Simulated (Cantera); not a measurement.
## Silicon epitaxy and polysilicon growth: SiHCl3 + HCl + H2

A closed system holds: 1 mol SiHCl3, 0.02 mol HCl, 23 mol H2, equilibrated at 0.0133 bar.

Method: chemical equilibrium by Gibbs-energy minimisation in Cantera with the NASA 1993 tables (ideal gas, pure condensed phases). Candidate condensed phases: Si; 19 gas species. The tables' values for SiCl3, SiCl are old estimates; treat these amounts as uncertain. Equilibrium is a limit: real reactors are often held back by kinetics, nucleation or transport.

```tsv
T (K)	x H2	x HCl	x SiCl4	x SiCl2	n Si(s)
848	0.963	0.00533	0.0243	3.49e-5	0.231
923	0.958	0.0118	0.0227	0.000210	0.270
998	0.950	0.0227	0.0198	0.000922	0.330
1073	0.937	0.0382	0.0150	0.00302	0.402
1148	0.923	0.0555	0.00891	0.00734	0.462
1223	0.910	0.0693	0.00367	0.0128	0.491
1298	0.904	0.0758	0.00109	0.0169	0.492
1373	0.902	0.0774	0.000292	0.0191	0.481
1448	0.901	0.0773	8.24e-5	0.0204	0.468
1523	0.901	0.0766	2.56e-5	0.0213	0.455
1598	0.901	0.0758	8.80e-6	0.0220	0.442
1673	0.901	0.0750	3.32e-6	0.0225	0.430
```
x: gas mole fraction; n: condensed amount in mol.

From 848 K to 1673 K the condensed part is Si(s). The main Si-bearing gas is SiCl4 at 848 K and SiCl2 at 1673 K. The share of Si in condensed phases is highest at 1298 K (49.2 %) and lowest at 848 K (23.1 %).
